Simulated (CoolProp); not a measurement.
Vapour-liquid equilibrium of CHF3 (R23) (1) + R152A (2) at -35.45 °C; x and y are mole fractions of (1).

The numbers come from the multi-fluid Helmholtz-energy mixture model, Penoncello 2003 and Outcalt 1996; pair parameters Bell 2016 in CoolProp.

```
x     bubble pressure (MPa)  y at the bubble point  dew pressure at overall composition x (MPa)  liquid density (mol/L)
----  ---------------------  ---------------------  -------------------------------------------  ----------------------
0.05                0.09038                  0.366                                      0.06232                   15.80
0.2                  0.1900                  0.736                                            …                       …
0.35                 0.2982                  0.858                                      0.08836                   16.61
0.5                  0.4132                  0.918                                       0.1116                   16.99
0.65                 0.5334                  0.953                                       0.1513                   17.33
0.8                  0.6579                  0.977                                       0.2348                   17.62
0.95                 0.7881                  0.995                                            …                   17.80
```

Q: Complete the blanks.

A: 
- 0.2, dew pressure at overall composition x (MPa): 0.07310
- 0.2, liquid density (mol/L): 16.21
- 0.95, dew pressure at overall composition x (MPa): 0.5199

No azeotrope shows between x = 0.05 and 0.95.

The pair parameters rest on a limited set of measurements; away from them the model extrapolates.
